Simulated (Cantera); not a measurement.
## FeS₂ + H₂ (hydrogen reduction and annealing atmospheres)

Input: 1 mol FeS₂, a varied amount of H₂, held at 1623 K and 101000 Pa.

These are equilibrium values from Cantera (NASA tables, ideal gas, pure condensed phases), not measurements of a reactor. Candidate condensed phases: Fe, FeS, FeS₂, S; 8 gas species. Metal and sulfide melt together well below either melting point, which pure phases cannot show. Mutual solubility and eutectic melting of coexisting phases are not modelled. FeS: taken at fixed stoichiometry. Rates play no part.

From 18 mol H₂ to 34 mol H₂ the condensed part is FeS(l). At 63 mol H₂ the condensed part is Fe(γ) + FeS(l). From 120 mol H₂ to 1400 mol H₂ the condensed part is Fe(γ). The main Fe-bearing gas is Fe throughout.

| n(H₂) (mol) | x H₂ | x H₂S | x S₂ | x SH | x H | n FeS(l) | n Fe(γ) |
|---|---|---|---|---|---|---|---|
| 18 | 0.945 | 0.0534 | 0.000718 | 0.000662 | 6.68e-5 | 1.000 | 0 |
| 34 | 0.971 | 0.0287 | 0.000196 | 0.000351 | 6.77e-5 | 1.000 | 0 |
| 63 | 0.982 | 0.0177 | 7.32e-5 | 0.000216 | 6.80e-5 | 0.861 | 0.139 |
| 120 | 0.983 | 0.0163 | 6.21e-5 | 0.000199 | 6.81e-5 | 0 | 1.000 |
| 220 | 0.991 | 0.00894 | 1.83e-5 | 0.000108 | 6.83e-5 | 0 | 1.000 |
| 410 | 0.995 | 0.00481 | 5.25e-6 | 5.81e-5 | 6.85e-5 | 0 | 0.999 |
| 760 | 0.997 | 0.00260 | 1.53e-6 | 3.14e-5 | 6.86e-5 | 0 | 0.999 |
| 1400 | 0.999 | 0.00141 | 4.49e-7 | 1.70e-5 | 6.86e-5 | 0 | 0.998 |
x: gas mole fraction; n: condensed amount in mol.
